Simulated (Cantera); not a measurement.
Input: 1 mol CF₄, 0.37 mol HCl, 0.24 mol H₂, equilibrated at 0.0440 bar.

Equilibrium computed with Cantera from the NASA thermochemical tables; the gas is ideal and each condensed phase is pure. Candidate condensed phases: C, C₆H₆, C₇H₈, C₈H₁₈; 118 gas species. Gases not in the tables: C₂F₆ and larger saturated fluorocarbons. Kinetics and transport are ignored.

log p: log10 of the partial pressure in bar; n: condensed amount in mol.

| T (°C) | log p CF₄ | log p HF | log p HCl | log p Cl | log p Cl₂ | log p CF₂ | log p CClF₃ | n C(graphite) |
|---|---|---|---|---|---|---|---|---|
| 750 | -1.67 | -1.85 | -2.13 | -4.82 | -3.10 | -9.77 | -3.56 | 0.136 |
| 825 | -1.68 | -1.83 | -2.19 | -4.29 | -2.91 | -8.79 | -3.49 | 0.145 |
| 900 | -1.68 | -1.80 | -2.26 | -3.84 | -2.79 | -7.93 | -3.45 | 0.154 |
| 975 | -1.69 | -1.78 | -2.34 | -3.47 | -2.71 | -7.19 | -3.44 | 0.163 |
| 1050 | -1.70 | -1.77 | -2.43 | -3.15 | -2.67 | -6.52 | -3.43 | 0.171 |
| 1125 | -1.71 | -1.75 | -2.52 | -2.89 | -2.67 | -5.93 | -3.45 | 0.178 |
| 1200 | -1.72 | -1.75 | [?] | [?] | -2.70 | [?] | -3.48 | 0.184 |
| 1275 | -1.73 | -1.74 | -2.75 | -2.49 | -2.78 | -4.93 | -3.54 | 0.190 |
| 1350 | -1.74 | -1.74 | -2.88 | -2.35 | -2.90 | -4.50 | -3.61 | 0.195 |
| 1425 | -1.75 | -1.73 | [?] | [?] | [?] | [?] | [?] | 0.199 |
| 1500 | -1.75 | -1.73 | -3.20 | -2.19 | -3.27 | -3.75 | -3.83 | 0.200 |
| 1575 | -1.76 | -1.74 | -3.38 | -2.15 | -3.50 | -3.43 | -3.95 | 0.199 |

Fill in the missing entries.


- 1200, log p HCl: -2.63
- 1200, log p Cl: -2.66
- 1200, log p CF₂: -5.41
- 1425, log p HCl: -3.04
- 1425, log p Cl: -2.25
- 1425, log p Cl₂: -3.07
- 1425, log p CF₂: -4.11
- 1425, log p CClF₃: -3.71
